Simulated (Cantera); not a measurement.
Input: 1 mol Ti(OiPr)4, 4.2 mol H2, 110 mol N2, 15 mol H2O, held at 1727 °C.

Cantera equilibrium calculation (NASA polynomials, part measured and part estimated; ideal gas, pure solids and liquids). Candidate condensed phases: C, C6H6, C7H8, C8H18, H2O, Ti, TiC, TiN, TiO, TiO2, Ti2O3, Ti3O5, Ti4O7; 139 gas species. The feed counts by its element totals alone. Condensed phases not in the tables: Magnéli phases beyond Ti4O7. Equilibrium is a limit: real reactors are often held back by kinetics, nucleation or transport.

**Question.** At 10.0 Pa, list the 5 most abundant gas species with their mole fractions, and the condensed phases.

**Answer.** N2 0.685, H2 0.147, CO 0.0717, H 0.0624, H2O 0.0277. Condensed: Ti4O7(l).
